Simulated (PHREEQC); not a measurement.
HNO3 is added in steps, without added water, to 1 kg of water holding 12 mmol/kgw KHCO3, 1.2 mmol/kgw NaOH and 96 mmol/kgw NaCl, at 25 °C. Oxygen is held at 0.21 atm. CO2 from the air is kept out. No solid was allowed to form.

Base run: PHREEQC, ion-association model, wateq4f.dat. Each further column changes one thing. The table gives pH.

| HNO3 added (mol) | base | NaCl from 0.096 to 0.106 mol/kgw | NaOH left out | KHCO3 from 0.012 to 0.12 mol/kgw | solids may form |
|---|---|---|---|---|---|
| 0 | 8.85 | 8.83 | 8.01 | 8.12 | 8.85 |
| 0.00225 | 7.23 | 7.22 | 6.86 | [?] | 7.23 |
| 0.003375 | 6.87 | 6.87 | 6.63 | 7.74 | 6.87 |
| 0.005625 | 6.46 | 6.45 | 6.28 | 7.54 | 6.46 |
| 0.00675 | 6.29 | 6.28 | 6.11 | 7.46 | 6.29 |
| 0.009 | 5.95 | 5.95 | 5.75 | 7.33 | 5.95 |
| 0.01125 | 5.51 | 5.51 | [?] | 7.22 | 5.51 |
| 0.01238 | 5.10 | 5.09 | [?] | 7.17 | 5.10 |
| 0.01463 | 2.93 | 2.93 | [?] | [?] | 2.93 |
| 0.01575 | 2.68 | 2.68 | 2.51 | 7.04 | 2.68 |
| 0.018 | 2.40 | 2.41 | [?] | [?] | 2.40 |

Q: What belongs in the gaps?

A: 
- 0.00225, KHCO3 from 0.012 to 0.12 mol/kgw: 7.86
- 0.01125, NaOH left out: 5.05
- 0.01238, NaOH left out: 3.49
- 0.01463, NaOH left out: 2.67
- 0.01463, KHCO3 from 0.012 to 0.12 mol/kgw: 7.08
- 0.018, NaOH left out: 2.31
- 0.018, KHCO3 from 0.012 to 0.12 mol/kgw: 6.97

 Solids allowed in the column 'solids may form': Halite, Nahcolite, Natron.
